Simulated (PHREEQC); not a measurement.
Solution (25 °C): 0.038 mol Li2CO3 per kg of water. Closed to the air; pH follows from the charge balance.

Model: ion-association model, wateq4f.dat, run in PHREEQC.

Q: The ionic strength comes out as 0.112 mol/kgw. What activity coefficients do OH-, Li+, CO3-2, HCO3- get?

A: OH- 0.75, Li+ 0.79, CO3-2 0.37, HCO3- 0.78.

This is a speciation only: nothing precipitates in the calculation. Species that the database lacks are ignored.
